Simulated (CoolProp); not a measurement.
Vapour-liquid equilibrium of propylene (1) + benzene (2) at 330.1 K; x and y are mole fractions of (1).

The numbers come from the multi-fluid Helmholtz-energy mixture model, Lemmon 2013 and Thol 2012; pair parameters Bell 2016 in CoolProp.

```csv
x,"bubble pressure, mixture model (kPa)","bubble pressure, Raoult's law (kPa)","y, mixture model","y, Raoult's law"
0.05,204.6,163.3,0.771,0.727
0.15,493.7,396.2,0.906,0.899
0.25,750.0,629.1,0.939,0.944
0.35,977.9,862.0,0.955,0.965
0.45,1183,1095,0.964,0.976
0.55,1374,1328,0.971,0.984
0.65,1559,1561,0.976,0.989
0.75,1748,1794,0.982,0.993
0.85,1958,2026,0.987,0.997
0.95,2214,2259,0.995,0.999
```

The largest gap from Raoult's law is +25.3 % in bubble pressure, at x = 0.05. No azeotrope shows between x = 0.05 and 0.95.

The pair parameters rest on a limited set of measurements; away from them the model extrapolates. The gap from Raoult's law changes sign with composition, which may be real or a fault of the pair parameters; it wasn't checked against measurements.
